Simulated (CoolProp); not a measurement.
The numbers come from the reference Helmholtz-energy equation of state, Akasaka 2023 in CoolProp.

Q: For R1224YDZ, give the phase and the cv (kJ/(kg K)) at 473.1 K and 0.158 bar; 473.1 K and 2.81 bar.

A: 
- 473.1 K and 0.158 bar: gas; cv 0.958
- 473.1 K and 2.81 bar: gas; cv 0.961
